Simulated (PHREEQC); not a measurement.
Dissolve 7.7 mmol/kgw K2SiO3 at 35 °C. Closed to the air; pH follows from the charge balance.

Equilibrium calculation in PHREEQC: ion-association model, wateq4f.dat.

This is a speciation only: nothing precipitates in the calculation.

**Question.** What pH does the model give?

**Answer.** pH 11.50.

**Question.** In which forms is Si present?

**Answer.** H3SiO4- 93 %, H2SiO4-2 5.3 %, H4SiO4 1.3 % of the Si.
